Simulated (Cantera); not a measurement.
An isothermal, constant-pressure homogeneous reactor starts with 76.0 % N2O, 23.5 % O2, 0.486 % N2, at 1250 K and 0.250 bar.

Model: GRI-Mech 3.0 (53 species, 325 reactions), integrated in Cantera. GRI-Mech 3.0 was tuned for natural gas; its chemistry of N2O as a main component is partial and can be far from experiment. The mechanism lacks the step 2 NO + O2 → 2 NO2, which can matter for NO2 below about 1400 K. The temperature is held fixed by assumption; the heat of reaction is taken as removed at once.

Predict: x(N2O) at 60.0 s; x(O2) at 60.0 s; x(N2) at 60.0 s; x(NO2) at 60.0 s; x(NO) at 60.0 s; x(O) at 60.0 s.


* **x(N2O) at 60.0 s**: 2.13e-6 (gas-phase equilibrium 9.88e-9)
* **x(O2) at 60.0 s**: 0.416 (gas-phase equilibrium 0.446)
* **x(N2) at 60.0 s**: 0.524 (gas-phase equilibrium 0.554)
* **x(NO2) at 60.0 s**: 0.000562 (gas-phase equilibrium 3.38e-6)
* **x(NO) at 60.0 s**: 0.0598 (gas-phase equilibrium 0.000347)
* **x(O) at 60.0 s**: 8.99e-8 (gas-phase equilibrium 9.30e-8)
